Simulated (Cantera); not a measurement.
Equilibrium for silicon epitaxy and polysilicon growth: SiHCl3 + HCl + H2

A closed system holds: 1 mol SiHCl3, 0.052 mol HCl, 170 mol H2, equilibrated at 0.100 bar.

These are equilibrium values from Cantera (NASA tables, ideal gas, pure condensed phases), not measurements of a reactor. Candidate condensed phases: Si; 19 gas species. The tables' values for SiCl3 are old estimates; treat these amounts as uncertain. The numbers say what is thermodynamically allowed, not how fast it happens.

```tsv
T (K)	x H2	x HCl	x SiCl4	x SiHCl3	x SiCl2	x SiH2Cl2	x SiCl3	n Si(s)
900	0.993	0.00319	0.00213	0.00189	1.39e-5	0.000159	2.49e-5	0.276
950	0.991	0.00504	0.00183	0.00165	3.91e-5	0.000151	4.63e-5	0.363
1000	0.990	0.00739	0.00142	0.00134	9.38e-5	0.000137	7.42e-5	0.473
1050	0.988	0.0100	0.000966	0.000987	0.000190	0.000115	0.000101	0.594
1100	0.986	0.0125	0.000545	0.000632	0.000324	8.80e-5	0.000113	0.707
1150	0.984	0.0144	0.000249	0.000347	0.000461	6.06e-5	0.000102	0.790
1200	0.984	0.0154	9.73e-5	0.000169	0.000569	3.85e-5	7.94e-5	0.836
1250	0.983	0.0159	3.57e-5	7.89e-5	0.000643	2.37e-5	5.67e-5	0.855
1300	0.983	0.0160	1.33e-5	3.72e-5	0.000697	1.47e-5	3.95e-5	0.862
1350	0.983	0.0161	5.19e-6	1.82e-5	0.000740	9.28e-6	2.77e-5	0.862
```
x: gas mole fraction; n: condensed amount in mol.

From 900 K to 1350 K the condensed part is Si(s). The main Si-bearing gas is SiCl4 at 900 K and SiCl2 at 1350 K.
